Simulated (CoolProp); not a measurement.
Ethane at several states: Z from the reference equation and from simpler models built on Tc = 32.2 °C, pc = 4872 kPa, ω = 0.099; each cubic takes its own stable root.

Model: reference Helmholtz-energy equation of state, Bücker 2006, in CoolProp.

```tsv
T (°C)	p (kPa)	phase	reference	van der Waals	Soave-Redlich-Kwong	Peng-Robinson
-31.55	62.4	gas	0.9911	0.9934	0.9913	0.9907
-118.65	217	liquid	0.008756	0.01347	0.009082	0.008066
164.55	11300	supercritical	0.7934	0.7312	0.8218	?
237.95	6900	supercritical	?	0.8958	0.9436	?
```

Q: Fill in the missing entries.

A: 
- 164.55, Peng-Robinson: 0.7827
- 237.95, reference: 0.9307
- 237.95, Peng-Robinson: 0.9191
